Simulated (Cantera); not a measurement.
Mixture: 7.53 % CH3OH, 21.7 % O2, 56.5 % N2, 14.3 % CO2, at 13.8 atm, adiabatic and at constant volume. Ignition delay is the time to a rise of 400 K.

Cantera simulation using GRI-Mech 3.0 (53 species, 325 reactions); the numbers are that mechanism's predictions, not measurements. GRI-Mech 3.0 was tuned for natural gas; its chemistry of methanol as a main component is partial and can be far from experiment. The pressure lies above the range GRI-Mech 3.0 was tuned for (to about 10 atm).

Problem. Predict: delay at 1250 K; delay at 1350 K; delay at 1450 K; delay at 1550 K; delay at 1650 K; apparent activation energy between 1600 and 1700 K.

Solution. 
| Property | Value |
|---|---|
| delay at 1250 K | 0.557 ms |
| delay at 1350 K | 0.135 ms |
| delay at 1450 K | 41.9 µs |
| delay at 1550 K | 15.9 µs |
| delay at 1650 K | 7.06 µs |
| apparent activation energy between 1600 and 1700 K | 170 kJ/mol |
